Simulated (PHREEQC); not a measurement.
Solution (60 °C): 0.001 mol/kgw NH4HF2, 0.0065 mol/kgw (NH4)2SiF6, 0.00046 mol/kgw H3PO4 and 0.14 mol/kgw HCl. Closed to the air; pH follows from the charge balance.

Equilibrium calculation in PHREEQC: ion-association model, phreeqc.dat.

No solid was allowed to form.

### Question
What pH does the model give?

### Answer
pH 0.97.

### Question
In which forms is Si present?

### Answer
SiF6-2 60 %, H4SiO4 40 % of the Si.

The solution is supersaturated, for example in Quartz (slow to form), Chalcedony (slow to form), so a real one may precipitate; this is no full list. At this temperature some constants are extrapolated from 25 °C, and those without enthalpy data are left unchanged. SiF6-2 is the database's only silicon fluoride.
